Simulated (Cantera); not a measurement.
# Ignition delay

Mixture: 1.61 % C₃H₈, 12.8 % O₂, 85.6 % N₂, equivalence ratio 0.63, at 1.00 bar, adiabatic and at constant pressure. Ignition delay is the time to a rise of 400 K.

Cantera simulation using GRI-Mech 3.0 (53 species, 325 reactions); the numbers are that mechanism's predictions, not measurements. GRI-Mech 3.0 was tuned for natural gas; its chemistry of propane as a main component is partial and can be far from experiment. Where the delays flatten at high temperature, the 400 K rule measures the pace of heat release, not the induction time.

```
T0 (K)  delay (ms)
------  ----------
1250          3.08
1300          1.28
1350         0.589
1400         0.301
1450         0.171
1500         0.110
1550        0.0798
1600        0.0649
```

- apparent activation energy between 1500 and 1600 K = 100 kJ/mol
